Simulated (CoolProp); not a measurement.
Vapour-liquid equilibrium of n-hexane (1) + toluene (2) at 314.1 K; x and y are mole fractions of (1).

Computed with CoolProp (multi-fluid Helmholtz-energy mixture model, Thol 2019 and Lemmon 2006; pair parameters Bell 2016).

```tsv
x	bubble pressure (MPa)	y at the bubble point	dew pressure at overall composition x (MPa)	liquid density (mol/L)
0.05	0.01084	0.275	0.008620	9.093
0.2	0.01715	(withheld)	(withheld)	(withheld)
0.35	(withheld)	0.738	0.01185	8.512
0.5	0.02613	0.818	0.01452	8.242
0.65	0.02989	0.879	(withheld)	7.984
0.8	0.03358	0.933	0.02511	7.738
0.95	(withheld)	(withheld)	0.03486	(withheld)
```

**Question.** What belongs in the gaps?

**Answer.** 
- 0.2, y at the bubble point: 0.604
- 0.2, dew pressure at overall composition x (MPa): 0.009986
- 0.2, liquid density (mol/L): 8.796
- 0.35, bubble pressure (MPa): 0.02202
- 0.65, dew pressure at overall composition x (MPa): 0.01860
- 0.95, bubble pressure (MPa): 0.03736
- 0.95, y at the bubble point: 0.983
- 0.95, liquid density (mol/L): 7.503

No azeotrope shows between x = 0.05 and 0.95.

The pair parameters rest on a limited set of measurements; away from them the model extrapolates.
